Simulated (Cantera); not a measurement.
An isothermal, constant-pressure homogeneous reactor starts with 31.2 % CH4, 68.8 % CO2, at 1350 K and 1.01 bar.

Model: GRI-Mech 3.0 (53 species, 325 reactions), integrated in Cantera.

### Question
Predict: x(CH4) at 20.0 s; x(CO2) at 20.0 s; x(H2) at 20.0 s; x(C2H4) at 20.0 s; x(H2O) at 20.0 s.

### Answer
| Property | Result |
|---|---|
| x(CH4) at 20.0 s | 0.127 (gas-phase equilibrium 2.68e-6) |
| x(CO2) at 20.0 s | 0.435 (gas-phase equilibrium 0.113) |
| x(H2) at 20.0 s | 0.0582 (gas-phase equilibrium 0.267) |
| x(C2H4) at 20.0 s | 0.00603 (gas-phase equilibrium 5.67e-12) |
| x(H2O) at 20.0 s | 0.151 (gas-phase equilibrium 0.118) |
